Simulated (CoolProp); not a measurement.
Properties of toluene along the isobar 5910 kPa.

Model: reference Helmholtz-energy equation of state, Lemmon 2006, in CoolProp. It is a short technical equation, of lower accuracy than the large ones.

```json
[
 {"T (°C)": "-3.05", "phase": "liquid", "Joule-Thomson coefficient (K/MPa)": "-0.5050", "Prandtl number": "___"},
 {"T (°C)": "15.85", "phase": "liquid", "Joule-Thomson coefficient (K/MPa)": "-0.4808", "Prandtl number": "8.05"},
 {"T (°C)": "34.65", "phase": "liquid", "Joule-Thomson coefficient (K/MPa)": "-0.4551", "Prandtl number": "6.90"},
 {"T (°C)": "53.45", "phase": "liquid", "Joule-Thomson coefficient (K/MPa)": "-0.4280", "Prandtl number": "6.10"},
 {"T (°C)": "72.25", "phase": "liquid", "Joule-Thomson coefficient (K/MPa)": "-0.3996", "Prandtl number": "5.52"},
 {"T (°C)": "91.05", "phase": "liquid", "Joule-Thomson coefficient (K/MPa)": "___", "Prandtl number": "5.09"},
 {"T (°C)": "109.85", "phase": "liquid", "Joule-Thomson coefficient (K/MPa)": "-0.3372", "Prandtl number": "___"},
 {"T (°C)": "128.65", "phase": "liquid", "Joule-Thomson coefficient (K/MPa)": "-0.3020", "Prandtl number": "4.49"},
 {"T (°C)": "147.45", "phase": "liquid", "Joule-Thomson coefficient (K/MPa)": "-0.2628", "Prandtl number": "4.28"},
 {"T (°C)": "166.25", "phase": "liquid", "Joule-Thomson coefficient (K/MPa)": "___", "Prandtl number": "4.09"},
 {"T (°C)": "185.05", "phase": "liquid", "Joule-Thomson coefficient (K/MPa)": "-0.1649", "Prandtl number": "3.92"}
]
```

Question: Fill in the missing entries.

Answer: 
- -3.05, Prandtl number: 9.78
- 91.05, Joule-Thomson coefficient (K/MPa): -0.3695
- 109.85, Prandtl number: 4.75
- 166.25, Joule-Thomson coefficient (K/MPa): -0.2179

Viscosity comes from a separate model (Avgeri 2015). Thermal conductivity comes from a separate model (Assael 2012).
